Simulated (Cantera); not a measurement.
What does this Cantera script print?

```python
import numpy as np
import cantera as ct

gas_names = """
    B BH BH2 BH3 BN BO BO2 B2 B2O B2O2 B2O3 B3O3H3 H HBO HBO2 HNO HNO2 HNO3 HO2 H2 H2O H2O2 H3B3O6 N NH
    NH2 NH3 NH2OH NO NO2 NO3 N2 N2H2 N2H4 N2O O OH O2 O3
""".split()
cond_names = """
    B(b) B(L) BN(s) B2O3(L) B3O3H3(cr) H2O(s) H2O(L)
""".split()


def load(file, names, dense=False):
    # The tables refer to 1 bar. Condensed volumes are neglected.
    table = {s.name: s for s in ct.Species.list_from_file(file)}
    out = []
    for n in names:
        d = dict(table[n].input_data)
        d["thermo"] = dict(d["thermo"], **{"reference-pressure": 1e5})
        if dense:
            d["equation-of-state"] = {"model": "constant-volume", "density": "1e6 g/cm^3"}
        out.append(ct.Species.from_dict(d))
    return out


gas = ct.Solution(thermo="ideal-gas", species=load("nasa_gas.yaml", gas_names))
cond = {s.name: ct.Solution(thermo="fixed-stoichiometry", species=[s], name=s.name)
        for s in load("nasa_condensed.yaml", cond_names, dense=True)}
atoms = {
    'B2H6': {'B': 2, 'H': 6},
    'O2': {'O': 2},
    'NH3': {'N': 1, 'H': 3},
}
top_T = {'BN(s)': 3200}  # K; cautious upper limits of use, not melting points


def equilibrate(T, P, feed):
    n = {}
    for name, mol in feed.items():
        for a, k in atoms[name].items():
            n[a] = n.get(a, 0.0) + k * mol
    gas.TPX = T, P, n
    mass = sum(n.values()) * gas.mean_molecular_weight
    gas.equilibrate("TP")
    valid = [c for c in cond.values() if c.min_temp <= T <= top_T.get(c.name, c.max_temp)]
    mix = ct.Mixture([(gas, mass / gas.mean_molecular_weight)] + [(c, 0.0) for c in valid])
    mix.T, mix.P = T, P
    mix.equilibrate("TP", solver="vcs", rtol=1e-11, max_steps=5000)
    return mix


results = []
P = 7600  # Pa
for T in [798, 998, 1198, 1398, 1598, 1798, 1998, 2198, 2398]:
    for m in [1, 4, 6.9, 9.9, 13, 16, 19]:
        feed = {'B2H6': 1, 'O2': 0.27, 'NH3': m}  # mol
        mix = equilibrate(T, P, feed)
        results.append((T, P, feed, dict(zip(mix.species_names, mix.species_moles))))

for T, P, feed, n in results:
    print(f"{T:7g} {feed['NH3']:10.4g}  " + (" + ".join(c for c in cond_names if n.get(c, 0) > 1e-12) or "gas only"))
```

It prints:

```
    798          1  B(b) + BN(s) + B2O3(L)
    798          4  BN(s) + B2O3(L)
    798        6.9  BN(s) + B2O3(L)
    798        9.9  BN(s) + B2O3(L)
    798         13  BN(s) + B2O3(L)
    798         16  BN(s) + B2O3(L)
    798         19  BN(s) + B2O3(L)
    998          1  B(b) + BN(s) + B2O3(L)
    998          4  BN(s) + B2O3(L)
    998        6.9  BN(s) + B2O3(L)
    998        9.9  BN(s) + B2O3(L)
    998         13  BN(s) + B2O3(L)
    998         16  BN(s) + B2O3(L)
    998         19  BN(s) + B2O3(L)
   1198          1  B(b) + BN(s) + B2O3(L)
   1198          4  BN(s) + B2O3(L)
   1198        6.9  BN(s) + B2O3(L)
   1198        9.9  BN(s) + B2O3(L)
   1198         13  BN(s) + B2O3(L)
   1198         16  BN(s) + B2O3(L)
   1198         19  BN(s) + B2O3(L)
   1398          1  B(b) + BN(s) + B2O3(L)
   1398          4  BN(s) + B2O3(L)
   1398        6.9  BN(s) + B2O3(L)
   1398        9.9  BN(s) + B2O3(L)
   1398         13  BN(s) + B2O3(L)
   1398         16  BN(s) + B2O3(L)
   1398         19  BN(s) + B2O3(L)
   1598          1  B(b) + BN(s) + B2O3(L)
   1598          4  BN(s) + B2O3(L)
   1598        6.9  BN(s) + B2O3(L)
   1598        9.9  BN(s)
   1598         13  BN(s)
   1598         16  BN(s)
   1598         19  BN(s)
   1798          1  B(b) + BN(s)
   1798          4  BN(s)
   1798        6.9  BN(s)
   1798        9.9  BN(s)
   1798         13  BN(s)
   1798         16  BN(s)
   1798         19  BN(s)
   1998          1  B(b) + BN(s)
   1998          4  BN(s)
   1998        6.9  BN(s)
   1998        9.9  BN(s)
   1998         13  BN(s)
   1998         16  BN(s)
   1998         19  BN(s)
   2198          1  B(b) + BN(s)
   2198          4  BN(s)
   2198        6.9  BN(s)
   2198        9.9  BN(s)
   2198         13  BN(s)
   2198         16  BN(s)
   2198         19  BN(s)
   2398          1  B(L)
   2398          4  B(L)
   2398        6.9  B(L)
   2398        9.9  B(L)
   2398         13  B(L)
   2398         16  B(L)
   2398         19  B(L)
```

Cantera equilibrium calculation (NASA polynomials, part measured and part estimated; ideal gas, pure solids and liquids). The feed counts by its element totals alone. Mutual solubility and eutectic melting of coexisting phases are not modelled.
